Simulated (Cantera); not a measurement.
An isothermal plug-flow reactor at 1075 K and 760 Torr (inlet), inlet velocity 2.2 m/s, active area per volume 190 1/m; feed CH4 : O2 : N2 = 0.0058 : 0.069 : 0.79 (molar parts).

Computed with Cantera and Deutschmann's 1995 Pt surface mechanism with GRI-Mech 3.0 gas chemistry. Catalytic surfaces can have several steady states; this one follows from the mechanism file's or the stated starting coverage. Mass transfer to the wall is taken as infinitely fast.

One state of this run: x CH4 = 0.00538; x O2 = 0.0771; x H2O = 0.00264; x CO2 = 0.00131; x CO = 4.15e-6; θ free Pt = 0.296; θ O* = 0.703; θ OH* = 0.000847. x: gas mole fraction; θ: surface coverage.

Question: Which value of z (m) does it belong to?
A. 0.014
B. 0.00025
C. 0.00045
D. 0.0045

Answer: A, 0.014
